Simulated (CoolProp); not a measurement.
A single-stage vapour-compression cycle with R236FA: evaporating at 318.15 K (dew point), condensing at 381.15 K (bubble point), superheat 8 K, subcooling 0 K, compressor efficiency 0.75, no pressure losses. Each further row changes one setting.

Values from CoolProp's reference Helmholtz-energy equation of state, Pan 2012.

```
case                              cooling COP  pressure ratio  discharge temperature (K)  refrigerating effect (kJ/kg)  volumetric capacity (kJ/m³)
--------------------------------  -----------  --------------  -------------------------  ----------------------------  ---------------------------
as stated                                1.75            4.51                      385.2                          50.1                         1630
evaporating temperature 323.15 K         2.06            3.92                      385.6                          53.4                         2000
condensing temperature 376.15 K          2.17            4.07                      380.0                          58.6                         1910
subcooling 5 K                           2.07            4.51                      385.2                          59.1                         1920
superheat 18 K                           1.95            4.51                      392.8                          59.7                         1850
compressor efficiency 0.65               1.52            4.51                      388.0                          50.1                         1630
```
